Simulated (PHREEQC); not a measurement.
# Brine: an equilibrium model

Make-up at 25 °C: 0.56 mol MgSO4 and 0.00076 mol H4SiO4 per kg of water. Closed to the air; pH follows from the charge balance.

Equilibrium calculation in PHREEQC: Pitzer model, pitzer.dat.

Precipitation was switched off in this run.

What pH, activity of water does the model give?

pH 6.42; activity of water 0.989.

In brines, pH and single-ion activities rest on the MacInnes convention.
